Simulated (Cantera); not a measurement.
Counterflow diffusion flame

A counterflow diffusion flame at 0.700 bar, nozzles 20 mm apart: fuel side CH4 : N2 = 1 : 0.61 (molar parts) at 475 K, oxidiser side O2 : N2 = 0.2 : 0.8 (molar parts) at 775 K, fuel mass flux 1.1 times the oxidiser's; mixture-averaged transport, no radiation.

Model: GRI-Mech 3.0 (53 species, 325 reactions), integrated in Cantera. GRI-Mech 3.0 has no aromatics or soot, which form on the fuel side of real flames. The maximum strain rate includes the flame's own expansion and is several times the mean.

```tsv
oxidiser flux (kg/m²/s)	max strain (1/s)	mean strain (1/s)	T max (K)	peak x OH	peak x H	peak x NO	peak x CO	peak x C2H2
0.17	213	52.8	2105	0.00843	0.00509	0.000287	0.0536	0.0112
0.22	271	68.3	2094	0.00839	0.00526	0.000267	0.0531	0.0107
0.28	339	87.0	2086	0.00835	0.00543	0.000248	0.0529	0.0104
0.35	417	109	2075	0.00827	0.00556	0.000228	0.0526	0.0100
0.45	528	140	2063	0.00816	0.00569	0.000205	0.0524	0.00958
0.56	649	174	2053	0.00805	0.00579	0.000183	0.0523	0.00916
0.71	811	220	2039	0.00788	0.00587	0.000158	0.0523	0.00863
0.9	1010	279	2023	0.00763	0.00589	0.000132	0.0523	0.00795
1.1	1220	342	2006	0.00736	0.00584	0.000110	0.0524	0.00729
1.4	1530	435	1983	0.00694	0.00569	8.36e-5	0.0526	0.00635
```
x: mole fraction; the columns are a selection and need not sum to one.
